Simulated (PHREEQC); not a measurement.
A solution holds 0.0025 mol/kgw KOH, 0.24 mol/kgw Al(NO3)3 and 0.0048 mol/kgw CO2, at 55 °C. Closed to the air; pH follows from the charge balance.

All values are PHREEQC results (ion-association model, phreeqc.dat), not measurements.

| Quantity | Value |
|---|---|
| pH | 2.90 |
| ionic strength | 1.43 mol/kgw |
| activity of water | 0.984 |
| density | 1.023 g/cm³ |
| total alkalinity | 2.50 meq/kg |

| species | molality | activity | log γ |
|---|---|---|---|
| NO3- | 0.720 | 0.366 | -0.294 |
| Al+3 | 0.236 | 0.0128 | -1.267 |
| CO2 | 0.00479 | 0.00666 | 0.143 |
| AlOH+2 | 0.00412 | 0.000624 | -0.819 |
| K+ | 0.00250 | 0.00141 | -0.248 |
| H+ | 0.00173 | 0.00125 | -0.141 |
| Al(OH)2+ | 5.52e-5 | 3.44e-5 | -0.205 |
| HCO3- | 4.33e-6 | 2.70e-6 | -0.205 |
| (CO2)2 | 1.35e-6 | 1.88e-6 | 0.143 |

No solid was allowed to form. The solution is supersaturated, for example in Gibbsite (slow to form), so a real one may precipitate; this is no full list. Ionic strength above about 0.7 mol/kgw puts this run outside the model's range. Away from 25 °C the constants follow the database's enthalpies or fits; those with neither stay at their 25 °C values.
